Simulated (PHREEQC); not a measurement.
A solution holds 0.0071 mol/kgw CuCl2 and 0.00054 mol/kgw Na2SO4, at 42 °C and 300 atm. It is in equilibrium with CO2 at log p = 0 (atm). Otherwise closed; pH follows from the charge balance.

Computed with PHREEQC (ion-association model, phreeqc.dat).

No solid was allowed to form.

Problem. What pH, specific conductance does the model give?

Solution. pH 3.75; specific conductance 2400 µS/cm.

Problem. In which forms is S present?

Solution. SO4-2 72 %, CuSO4 27 %, HSO4- 0.9 % of the S.

Under pressure, the constants of complexes without a molar volume in the database are unreliable. Away from 25 °C the constants follow the database's enthalpies or fits; those with neither stay at their 25 °C values.
